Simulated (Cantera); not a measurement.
Input: 1 mol SiO2, 21 mol H2, 0.12 mol H2O, at 64.0 Pa.

Method: chemical equilibrium by Gibbs-energy minimisation in Cantera with the NASA 1993 tables (ideal gas, pure condensed phases). Candidate condensed phases: H2O, Si, SiO2; 18 gas species. The tables hold silica as quartz up to 1696 K and as liquid above; real silica turns to tridymite and cristobalite and melts near 1996 K. Equilibrium is a limit: real reactors are often held back by kinetics, nucleation or transport.

Task: Which condensed phases are stable at each of these points (T (K)): 1525, 1550, 1575, 1600, 1625, 1650, 1675, 1700, 1725, 1750?

Result: 
```tsv
T (K)	condensed phases	Si condensed (%)
1525	SiO2(β-quartz)	98.2
1550	SiO2(β-quartz)	96.8
1575	SiO2(β-quartz)	94.6
1600	SiO2(β-quartz)	91.4
1625	SiO2(β-quartz)	86.8
1650	SiO2(β-quartz)	80.7
1675	SiO2(β-quartz)	72.5
1700	SiO2(condensed)	61.8
1725	SiO2(condensed)	48.3
1750	SiO2(condensed)	31.2
```

From 1525 K to 1675 K the condensed part is SiO2(β-quartz). From 1700 K to 1750 K the condensed part is SiO2(condensed).
